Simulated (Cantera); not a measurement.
Charge: 1 mol CuO, 4.4 mol C, a varied amount of H2, at 0.0133 bar.

Cantera equilibrium calculation (NASA polynomials, part measured and part estimated; ideal gas, pure solids and liquids). Candidate condensed phases: C, C6H6, C7H8, C8H18, Cu, CuO, Cu(OH)2, Cu2O, H2O; 113 gas species. Rates play no part.

**Question.** What condenses at these points (T in K, n(H2) in mol): (1798, 0.5); (1898, 10); (1848, 6.1); (2023, 10); (1923, 3.3)?

**Answer.** 
```csv
T (K),n(H2) in mol,condensed phases,Cu condensed (%)
1798,0.5,C + Cu,93.8
1898,10,C,0.0
1848,6.1,C + Cu,46.4
2023,10,C,0.0
1923,3.3,C + Cu,21.3
```
